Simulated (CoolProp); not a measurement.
Vapour-liquid equilibrium of propylene (1) + R152A (2) at 16.7 bar; x and y are mole fractions of (1).

Values from CoolProp's multi-fluid Helmholtz-energy mixture model, Lemmon 2013 and Outcalt 1996; pair parameters Bell 2016.

Give the bubble temperature and the first vapour's composition at x = 0.2, 0.5, 0.95. Is there an azeotrope?

x = 0.2: 52.9 °C, y = 0.332; x = 0.5: 43.6 °C, y = 0.610; x = 0.95: 40.1 °C, y = 0.944. y crosses x between x = 0.8 and 0.95: the model has an azeotrope there.

The pair parameters rest on a limited set of measurements; away from them the model extrapolates.
